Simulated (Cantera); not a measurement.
**Hydrogen reduction and annealing atmospheres: FeS2 + H2**

Input: 1 mol FeS2, 41 mol H2, equilibrated at 948.15 K and 0.000180 bar.

Method: chemical equilibrium by Gibbs-energy minimisation in Cantera with the NASA 1993 tables (ideal gas, pure condensed phases). Candidate condensed phases: Fe, FeS, FeS2, S; 8 gas species. FeS: taken at fixed stoichiometry. Kinetics and transport are ignored.

```yaml
x(H2): 0.976
x(H2S): 0.0243
x(S2): 5.72e-5
x(SH): 3.75e-6
n(FeS(s)): 1.00 mol
gas_amount: 41.00 mol
log10 activity of Fe(α) (absent): -1.54
log10 activity of S(l) (absent): -4.21
```
